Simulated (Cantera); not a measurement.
A perfectly stirred reactor is fed with 82.0 % NH3, 18.0 % H2, at 13.5 Torr; it is held at 2200 K, and followed from long to short residence time.

Model: the gas-phase N/H chemistry of the illustrative SiF4/NH3 mechanism in the Surface Chemkin manual (1991), integrated in Cantera. Walls and surfaces, which speed up NH3 decomposition in real reactors, are not modelled.

### Question
Predict: x(NH3) at τ = 0.640 s; x(H2) at τ = 0.640 s; x(N2H4) at τ = 0.640 s; x(H) at τ = 0.640 s; x(N) at τ = 0.640 s; x(NH3) at τ = 15.0 ms; x(H2) at τ = 15.0 ms; x(N2H4) at τ = 15.0 ms; x(H) at τ = 15.0 ms; x(N) at τ = 15.0 ms.

### Answer
```json
{
 "x(NH3) at τ = 0.640 s": "0.149",
 "x(H2) at τ = 0.640 s": "0.665",
 "x(N2H4) at τ = 0.640 s": "1.68e-9",
 "x(H) at τ = 0.640 s": "0.00136",
 "x(N) at τ = 0.640 s": "5.09e-6",
 "x(NH3) at τ = 15.0 ms": "0.742",
 "x(H2) at τ = 15.0 ms": "0.235",
 "x(N2H4) at τ = 15.0 ms": "1.56e-8",
 "x(H) at τ = 15.0 ms": "0.000298",
 "x(N) at τ = 15.0 ms": "3.01e-6"
}
```
